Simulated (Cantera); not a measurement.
Input (Python, Cantera) and output of one run.

```python
import numpy as np
import cantera as ct

gas_names = """
    H H2 Pb Pb2
""".split()
cond_names = """
    Pb(cr) Pb(L)
""".split()


# ... load() reads the species with a 1 bar reference pressure and builds the phases ...
atoms = {
    'Pb': {'Pb': 1},
    'H2': {'H': 2},
}
top_T = {}  # K; cautious upper limits of use, not melting points


# ... equilibrate(T, P, feed) seeds the gas with the atoms and calls Mixture.equilibrate('TP', solver="vcs", rtol=1e-11, max_steps=5000) ...
results = []
feed = {'Pb': 1, 'H2': 20}  # mol
T = 1348  # K
P = 18  # Pa
mix = equilibrate(T, P, feed)
results.append((T, P, feed, dict(zip(mix.species_names, mix.species_moles))))
x = sorted(zip(gas.X, gas.species_names), reverse=True)
print(f"T = {T:g} K  P = {P:g} Pa  gas = {mix.phase_moles(0):.4g} mol")
print("   x: " + "  ".join(f"{s} {v:.3e}" for v, s in x if v > 0.001))
print("   condensed (mol): " + ("  ".join(f"{mix.phase(i).name} {mix.phase_moles(i):.4g}"
      for i in range(1, mix.n_phases) if mix.phase_moles(i) > 1e-12) or "none"))
```

It prints:

```
T = 1348 K  P = 18 Pa  gas = 21 mol
   x: H2 9.522e-01  Pb 4.762e-02
   condensed (mol): none
```

Cantera equilibrium calculation (NASA polynomials, part measured and part estimated; ideal gas, pure solids and liquids).
